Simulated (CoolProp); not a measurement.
Saturated liquid density (kg/m³) of CF4 (R14): the reference equation beside estimates from Tc = 227.4 K, pc = 37.62 bar, ω = 0.178.

Values from CoolProp's reference Helmholtz-energy equation of state, Platzer 1990. This equation is an older, rougher fit; its heat capacities, sound speeds and derivatives of the liquid may be far off and weren't checked against measurements.

| T (K) | reference | Redlich-Kwong | Soave-Redlich-Kwong | Peng-Robinson |
|---|---|---|---|---|
| 170.2 | 1460 | 1370 | 1411 | 1599 |
| 173.9 | 1437 | 1342 | 1383 | ? |
| 177.6 | 1413 | 1312 | 1353 | 1535 |
| 181.4 | 1387 | 1280 | 1322 | 1500 |
| 185.1 | 1361 | 1247 | 1289 | 1463 |
| 188.8 | 1334 | 1213 | 1255 | 1424 |
| 192.5 | 1306 | 1178 | 1219 | 1383 |
| 196.3 | 1275 | 1139 | 1179 | 1338 |
| 200 | 1243 | 1099 | ? | 1290 |
| 203.7 | ? | 1056 | 1094 | 1238 |
| 207.4 | 1171 | 1010 | ? | 1182 |
| 211.2 | 1128 | 957.8 | 991.0 | 1118 |
| 214.9 | 1081 | 901.6 | ? | ? |
| 218.6 | 1024 | 837.2 | 862.6 | 966.9 |
| 222.3 | 949.5 | 758.6 | 778.1 | 866.9 |

Some entries are withheld; supply them.


- 173.9, Peng-Robinson: 1568
- 200, Soave-Redlich-Kwong: 1138
- 203.7, reference: 1209
- 207.4, Soave-Redlich-Kwong: 1046
- 214.9, Soave-Redlich-Kwong: 931.4
- 214.9, Peng-Robinson: 1048

Absolute difference from the reference over all 15 rows, mean and median: Redlich-Kwong 11.6 and 10.7 %, Soave-Redlich-Kwong 8.7 and 7.5 %, Peng-Robinson 5.7 and 5.9 %.
